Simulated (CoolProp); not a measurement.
R123 along the isobar 11.8 bar: fugacity coefficient from the reference equation and from simpler models built on Tc = 456.8 K, pc = 36.62 bar, ω = 0.282; each cubic takes its own stable root.

The numbers come from the reference Helmholtz-energy equation of state, Younglove 1994 in CoolProp. It is a modified Benedict-Webb-Rubin equation, recast in Helmholtz form.

```csv
T (K),phase,reference,van der Waals,Peng-Robinson
349.3,liquid,0.3459,0.7969,0.3462
357.1,liquid,0.4130,0.8282,0.4133
365,liquid,0.4888,0.8370,0.4890
372.8,liquid,0.5716,0.8450,0.5716
380.6,liquid,0.6620,0.8525,0.6617
388.4,liquid,0.7601,0.8594,0.7590
396.2,gas,0.8190,0.8659,0.8162
404,gas,0.8313,0.8720,0.8267
411.8,gas,0.8424,0.8778,0.8365
419.7,gas,0.8527,0.8832,0.8457
427.5,gas,0.8620,0.8883,0.8542
435.3,gas,0.8705,0.8931,0.8621
443.1,gas,0.8784,0.8976,0.8695
450.9,gas,0.8857,0.9018,0.8765
458.7,gas,0.8924,0.9059,0.8830
466.5,gas,0.8987,0.9097,0.8891
```

At some of these states van der Waals gives the other phase, because its saturation line lies elsewhere.
